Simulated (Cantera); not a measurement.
A freely propagating, adiabatic, planar premixed flame of 28.6 % H2, 14.3 % O2, 53.7 % N2, 3.43 % H2O, equivalence ratio 1.0, unburnt at 575 K and 500000 Pa; mixture-averaged transport, grid criteria slope 0.08 and curve 0.16, no radiation.

Detailed kinetics in Cantera: the H2/O2 subset of GRI-Mech 3.0, which has no nitrogen chemistry. The hydrogen kinetics of GRI-Mech 3.0 are dated; newer H2 mechanisms differ, most at raised pressure. Burning velocities carry a grid error of a few per cent, more on coarse grids.

Task: Predict: laminar burning velocity; thermal thickness; peak x(H); peak x(H2O2); peak x(HO2).

Result: 
```json
{
 "laminar_burning_velocity": "567 cm/s",
 "thermal_thickness": "0.0569 mm",
 "peak x(H)": "0.0263",
 "peak x(H2O2)": "9.44e-5",
 "peak x(HO2)": "0.00108"
}
```
